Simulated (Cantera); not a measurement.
A closed system holds: 1 mol Si₃H₈, 0.0082 mol Cl₂, 340 mol H₂, equilibrated at 0.0600 bar.

Equilibrium computed with Cantera from the NASA thermochemical tables; the gas is ideal and each condensed phase is pure. Candidate condensed phases: Si; 19 gas species. The feed counts by its element totals alone. Rates play no part. All values below are at 1448 K.

Base state: H₂ 1.000, HCl 4.77e-5, H 3.76e-5 (mole fractions); condensed: Si(s).

Task: What changes in the equilibrium state with this change: 1.4 mol O₂ added?

Result: 
```tsv
species	before	after
H₂	1.000	0.997
SiO	0	0.00323
HCl	4.77e-5	4.75e-5
H	3.76e-5	3.76e-5
Si(s), mol	3.00	1.04
SiO₂(β-quartz), mol	0	0.842
```
Mutual solubility and eutectic melting of coexisting phases are not modelled. The tables hold silica as quartz up to 1696 K and as liquid above; real silica turns to tridymite and cristobalite and melts near 1996 K. Further candidate phases: H₂O, SiO₂.
